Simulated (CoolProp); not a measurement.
20 sccm (0 °C, 1 atm) of nitrogen bubbles through liquid octamethylcyclotetrasiloxane (D4) at 362.8 K and leaves saturated at a total pressure of 0.0219 MPa (ideal gas phase). Each further row changes one setting.

Model: reference Helmholtz-energy equation of state, Thol 2015, in CoolProp.

```
case                       vapour pressure (kPa)  mole fraction of vapour  delivery (mg/min)  delivery (sccm)  change of delivery for a bath 1 K warmer (%)
-------------------------  ---------------------  -----------------------  -----------------  ---------------  --------------------------------------------
as stated                                   5.61                        …                  …             6.90                                           6.2
bath temperature 367.8 K                       …                        …                124                …                                           6.5
total pressure 0.0438 MPa                   5.61                        …                  …                …                                           5.2
```

**Question.** Fill in the missing entries.

**Answer.** 
- as stated, mole fraction of vapour: 0.256
- as stated, delivery (mg/min): 91.2
- bath temperature 367.8 K, vapour pressure (kPa): 6.98
- bath temperature 367.8 K, mole fraction of vapour: 0.319
- bath temperature 367.8 K, delivery (sccm): 9.36
- total pressure 0.0438 MPa, mole fraction of vapour: 0.128
- total pressure 0.0438 MPa, delivery (mg/min): 38.9
- total pressure 0.0438 MPa, delivery (sccm): 2.94
